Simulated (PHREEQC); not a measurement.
A column of 0.1 m (30 cells, dispersivity 0.008 m, 300 s a shift, diffusion coefficient 3e-10 m²/s) holds 0.13 eq of the database's cation exchanger X per kg of pore water, first in equilibrium with 0.015 mol KCl, 0.0091 mol KBr and 1e-05 mol HCl per kg of water. It is flushed with 0.018 mol CaCl2, 0.061 mol CdCl2, 0.0005 mol KBr and 1e-05 mol HCl per kg of water, at 25 °C. Values are for the last cell. No CO2 enters from the air. No solid was allowed to form.

Base run: PHREEQC, ion-association model, phreeqc.dat. Each further column changes one thing. The table gives Cd in solution (mol/kgw).

```csv
pore volumes,base,exchange capacity from 0.13 to 0.065 eq/kgw,dispersivity from 0.008 to 0.016 m
0,0,0,0
0.2833,0,0,3.69e-14
0.6833,0.000246,0.00168,0.00295
1.083,0.0187,0.0275,0.0229
1.35,0.0331,0.0426,0.0346
1.617,0.0430,0.0516,0.0429
2.017,0.0519,0.0579,0.0508
2.417,0.0567,0.0602,0.0553
2.683,0.0586,0.0607,0.0571
2.95,0.0598,0.0609,0.0584
3.35,0.0608,0.0611,0.0596
3.75,0.0612,0.0611,0.0603
4.017,0.0613,0.0610,0.0606
```
